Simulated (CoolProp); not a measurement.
Vapour-liquid equilibrium of ethane (1) + n-perfluorobutane (2) at 200.6 K; x and y are mole fractions of (1).

Computed with CoolProp (multi-fluid Helmholtz-energy mixture model, Bücker 2006 and Gao 2022; pair parameters Bell 2016).

Question: Give the bubble pressure and the first vapour's composition at x = 0.2, 0.65, 0.95. Is there an azeotrope?

Answer: x = 0.2: 0.1293 MPa, y = 0.989; x = 0.65: 0.1845 MPa, y = 0.993; x = 0.95: 0.2128 MPa, y = 0.998. No azeotrope shows between x = 0.05 and 0.95.

The pair parameters rest on a limited set of measurements; away from them the model extrapolates. With so large a gap from Raoult's law the liquid may split in two, which this calculation doesn't test in full.
